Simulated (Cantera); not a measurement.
## SrCl2 + O2 + H2 (halide evaporation, hydrolysis and transport)

A closed system holds: 1 mol SrCl2, 9.1 mol O2, a varied amount of H2, at 133 Pa.

Cantera equilibrium calculation (NASA polynomials, part measured and part estimated; ideal gas, pure solids and liquids). Candidate condensed phases: H2O, Sr, SrCl2, SrO, Sr(OH)2; 20 gas species. Mutual solubility and eutectic melting of coexisting phases are not modelled. Condensed phases not in the tables: oxide chlorides. Equilibrium is a limit: real reactors are often held back by kinetics, nucleation or transport.

Stable condensed phases:

```
T in K \ n(H2) in mol
         6.2 7.8 9.9  12  16  20  25  31  39  49
   1673    A   A   A   A   A   A   A   A   A   A
   1623    A   A   A   A   A   A   A   A   A   A
   1573    A   A   A   A   A   A   A   A   A   A
   1523    A   A   A   A   A   A   A   A   A   A
   1473    A   A   A   A   A   A   A   A   A   A
   1423    A   A   A   A   A   A   A   A   A   A
   1373    B   B   B   A   A   A   A   A   A   A
   1323    B   B   B   B   B   B   B   B   A   A
   1273    B   B   B   B   B   B   B   B   B   B
```

A: SrO; B: SrCl2 + SrO.
